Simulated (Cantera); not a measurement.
Cantera run, input and output.

```python
import numpy as np
import cantera as ct

gas = ct.Solution("gri30.yaml")
gas.TPX = 1950, 140000, {'CH4': 1, 'N2': 4.8, 'H2O': 0.014}
inlet = ct.Reservoir(gas, clone=True)

reactor = ct.IdealGasConstPressureReactor(gas, energy="off", clone=False)
exhaust = ct.Reservoir(gas, clone=True)
tau = [2.2, 1.2, 0.66, 0.36, 0.19, 0.1, 0.057, 0.031, 0.017, 0.0091, 0.0049][0]
for a, b in ((inlet, reactor), (reactor, exhaust)):
    ct.MassFlowController(a, b, mdot=lambda t: reactor.mass / tau)
net = ct.ReactorNet([reactor])
show = ['CH4', 'CH2', 'H', 'C2H6', 'CH3', 'C2H4', 'C2H2']

rows = []
print(f"{'tau/s':>10s}{'T/K':>9s}" + "".join(f"{s:>11s}" for s in show))
for tau in [2.2, 1.2, 0.66, 0.36, 0.19, 0.1, 0.057, 0.031, 0.017, 0.0091, 0.0049]:
    net.initial_time = 0.0
    net.advance(30 * tau)
    before = gas.X
    net.advance(40 * tau)
    drift = np.max(np.abs(gas.X - before) / (gas.X + 1e-9))
    rows.append([gas.T, *gas[show].X, drift])
    print(f"{tau:10.3e}{gas.T:9.1f}" + "".join(f"{x:11.3e}" for x in gas[show].X))
```

Output:

```
     tau/s      T/K        CH4        CH2          H       C2H6        CH3       C2H4       C2H2
 2.200e+00   1950.0  1.672e-03  1.766e-07  4.554e-04  1.241e-07  6.852e-05  1.964e-04  7.105e-02
 1.200e+00   1950.0  2.144e-03  2.249e-07  4.534e-04  1.958e-07  8.768e-05  1.965e-04  7.092e-02
 6.600e-01   1950.0  2.800e-03  2.913e-07  4.506e-04  3.245e-07  1.142e-04  1.968e-04  7.070e-02
 3.600e-01   1950.0  3.724e-03  3.828e-07  4.466e-04  5.622e-07  1.514e-04  1.979e-04  7.035e-02
 1.900e-01   1950.0  5.074e-03  5.131e-07  4.409e-04  1.027e-06  2.053e-04  2.010e-04  6.984e-02
 1.000e-01   1950.0  6.959e-03  6.880e-07  4.331e-04  1.906e-06  2.796e-04  2.084e-04  6.912e-02
 5.700e-02   1950.0  9.194e-03  8.861e-07  4.241e-04  3.289e-06  3.667e-04  2.218e-04  6.826e-02
 3.100e-02   1950.0  1.244e-02  1.157e-06  4.115e-04  5.941e-06  4.912e-04  2.501e-04  6.697e-02
 1.700e-02   1950.0  1.676e-02  1.492e-06  3.958e-04  1.061e-05  6.533e-04  3.037e-04  6.517e-02
 9.100e-03   1950.0  2.278e-02  1.919e-06  3.755e-04  1.926e-05  8.747e-04  4.093e-04  6.255e-02
 4.900e-03   1950.0  3.071e-02  2.427e-06  3.508e-04  3.432e-05  1.159e-03  6.030e-04  5.895e-02
```

Detailed kinetics in Cantera: GRI-Mech 3.0 (53 species, 325 reactions). GRI-Mech 3.0 stops at C3 and has no aromatics, soot or wall deposition, so with more carbon than oxygen in the feed, carbon stays in small species such as C2H2 where larger ones or solid carbon would form.
